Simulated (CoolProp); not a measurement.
Saturated liquid density (kg/m³) of R141b: the reference equation beside estimates from Tc = 477.5 K, pc = 4.212 MPa, ω = 0.220. Rackett uses Z = 0.29056 − 0.08775 ω.

Computed with CoolProp (reference Helmholtz-energy equation of state, Lemmon 2006). It is a short technical equation, of lower accuracy than the large ones.

```
T (K)  reference  Rackett  van der Waals  Redlich-Kwong  Peng-Robinson
-----  ---------  -------  -------------  -------------  -------------
381.8       1051     1043          639.7          904.1           1069
389         1032     1024          627.9          882.7           1045
396.2       1012     1004          615.5          860.4     (withheld)
403.4      992.0    983.8          602.5          837.0          991.9
410.6      970.5    962.3          588.8          812.4          962.9
417.8      947.8    939.7     (withheld)          786.4          931.9
425        923.5    915.6          559.0          758.9          898.7
432.2      897.5    889.7          542.5          729.5          862.6
439.4      869.2    861.6          524.7          697.8          823.3
446.6      837.9    830.5          505.1          663.1     (withheld)
453.8      802.2    795.1          483.0     (withheld)          730.6
```

Task: Complete the blanks.

Result: 
- 396.2, Peng-Robinson: 1019
- 417.8, van der Waals: 574.4
- 446.6, Peng-Robinson: 779.7
- 453.8, Redlich-Kwong: 624.5

Absolute difference from the reference over all 11 rows, mean and median: Rackett 0.8 and 0.9 %, van der Waals 39.4 and 39.4 %, Redlich-Kwong 17.4 and 17.0 %, Peng-Robinson 3.1 and 1.7 %.
